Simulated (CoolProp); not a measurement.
Vapour-liquid equilibrium of cyclohexane (1) + n-heptane (2) at 0.0102 MPa; x and y are mole fractions of (1).

Model: multi-fluid Helmholtz-energy mixture model, Zhou 2014 and Span 2003; pair parameters Bell 2016, in CoolProp.

Question: Give the bubble temperature and the first vapour's composition at x = 0.35, 0.75, 0.95. Is there an azeotrope?

Answer: x = 0.35: 301.6 K, y = 0.537; x = 0.75: 295.7 K, y = 0.861; x = 0.95: 293.4 K, y = 0.974. No azeotrope shows between x = 0.05 and 0.95.

Pair parameters are fitted to limited data, so mixtures are less certain than the pure fluids.
